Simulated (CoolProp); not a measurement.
Vapour-liquid equilibrium of R152A (1) + n-butane (2) at 246 kPa; x and y are mole fractions of (1).

Values from CoolProp's multi-fluid Helmholtz-energy mixture model, Outcalt 1996 and Bücker 2006; pair parameters Bell 2016.

| x | bubble temperature, mixture model (°C) | bubble temperature, Raoult's law (°C) | y, mixture model | y, Raoult's law |
|---|---|---|---|---|
| 0.05 | 15.6 | 23.1 | 0.288 | 0.115 |
| 0.15 | 5.5 | 19.1 | 0.528 | 0.304 |
| 0.25 | 1.2 | 15.5 | 0.619 | 0.453 |
| 0.35 | -0.9 | 12.4 | 0.664 | 0.574 |
| 0.45 | -2.0 | 9.6 | 0.693 | 0.673 |
| 0.55 | -2.7 | 7.1 | 0.716 | 0.755 |
| 0.65 | -3.2 | 4.8 | 0.743 | 0.825 |
| 0.75 | -3.5 | 2.6 | 0.778 | 0.884 |
| 0.85 | -3.5 | 0.7 | 0.832 | 0.935 |
| 0.95 | -2.8 | -1.1 | 0.926 | 0.980 |

The largest gap from Raoult's law is -14.3 K in bubble temperature, at x = 0.25. y crosses x between x = 0.75 and 0.85: the model has an azeotrope there.

The pair parameters rest on a limited set of measurements; away from them the model extrapolates. With so large a gap from Raoult's law the liquid may split in two, which this calculation doesn't test in full.
